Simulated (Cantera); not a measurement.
A freely propagating, adiabatic, planar premixed flame of 15.4 % CH3OH, 17.7 % O2, 66.9 % N2, unburnt at 523 K and 400000 Pa; mixture-averaged transport, grid criteria slope 0.08 and curve 0.16, no radiation.

Model: GRI-Mech 3.0 (53 species, 325 reactions), integrated in Cantera. GRI-Mech 3.0 was tuned for natural gas; its chemistry of methanol as a main component is partial and can be far from experiment. Burning velocities carry a grid error of a few per cent, more on coarse grids.

Q: Predict: laminar burning velocity; thermal thickness; peak x(C2H4); peak x(CH2); peak x(H2); peak x(H).

A: 
```json
{
  "laminar_burning_velocity": "93.3 cm/s",
  "thermal_thickness": "0.0741 mm",
  "peak x(C2H4)": "3.22e-6",
  "peak x(CH2)": "1.26e-5",
  "peak x(H2)": "0.0557",
  "peak x(H)": "0.0101"
}
```
